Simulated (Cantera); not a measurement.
What does this Cantera script print?

```python
import numpy as np
import cantera as ct

gas_names = """
    TaO2 CO2 CO
""".split()
cond_names = """
    Ta2O5(s) Ta2O5(L) C(gr)
""".split()


# ... load() reads the species with a 1 bar reference pressure and builds the phases ...
species = {s.name: s for s in load("nasa_gas.yaml", gas_names) + load("nasa_condensed.yaml", cond_names)}
# Each term lists the table entries of one substance; the one whose range holds T is used.
reactions = {
    '4 TaO2(g) + CO2(g) = 2 Ta2O5 + C':
        [(-4, ['TaO2']), (-1, ['CO2']), (2, ['Ta2O5(s)', 'Ta2O5(L)']), (1, ['C(gr)'])],
    'Ta2O5 + CO(g) = 2 TaO2(g) + CO2(g)':
        [(-1, ['Ta2O5(s)', 'Ta2O5(L)']), (-1, ['CO']), (2, ['TaO2']), (1, ['CO2'])],
}


def pick(names, T):
    return next(species[n] for n in names if species[n].thermo.min_temp <= T <= species[n].thermo.max_temp)


results = []
for label, terms in reactions.items():
    print(label)
    print("     T/K   dH/kJ  dS/(J/K)   dG/kJ   log10 K")
    for T in [1398, 1448, 1498, 1548, 1598, 1648, 1698, 1748, 1798]:
        used = [(nu, pick(names, T)) for nu, names in terms]
        dH = sum(nu * s.thermo.h(T) for nu, s in used) / 1e6
        dS = sum(nu * s.thermo.s(T) for nu, s in used) / 1e3
        dG = dH - T * dS / 1e3
        logK = -dG * 1e6 / (ct.gas_constant * T * np.log(10))
        results.append((label, T, dH, dS, dG, logK, [s.name for _, s in used]))
        print(f"{T:8g} {dH:8.1f} {dS:8.1f} {dG:8.1f} {logK:8.2f}")
```

Output:

```
4 TaO2(g) + CO2(g) = 2 Ta2O5 + C
     T/K   dH/kJ  dS/(J/K)   dG/kJ   log10 K
    1398  -2785.7   -899.9  -1527.6    57.08
    1448  -2779.6   -895.6  -1482.7    53.49
    1498  -2773.6   -891.5  -1438.1    50.14
    1548  -2767.4   -887.5  -1393.6    47.02
    1598  -2761.2   -883.6  -1349.3    44.10
    1648  -2755.0   -879.7  -1305.2    41.37
    1698  -2748.8   -876.0  -1261.3    38.80
    1748  -2742.5   -872.3  -1217.6    36.39
    1798  -2736.1   -868.7  -1174.1    34.11
Ta2O5 + CO(g) = 2 TaO2(g) + CO2(g)
     T/K   dH/kJ  dS/(J/K)   dG/kJ   log10 K
    1398   1309.6    364.0    800.7   -29.92
    1448   1306.9    362.1    782.6   -28.23
    1498   1304.2    360.3    764.5   -26.66
    1548   1301.4    358.4    746.5   -25.19
    1598   1298.6    356.7    728.6   -23.82
    1648   1295.8    354.9    710.9   -22.53
    1698   1293.0    353.2    693.2   -21.32
    1748   1290.1    351.6    675.5   -20.19
    1798   1287.3    350.0    658.0   -19.12
```

Source: NASA polynomial tables (part measured, part estimated), evaluated in Cantera. Condensed species are held in their standard states even where they would react or evaporate.
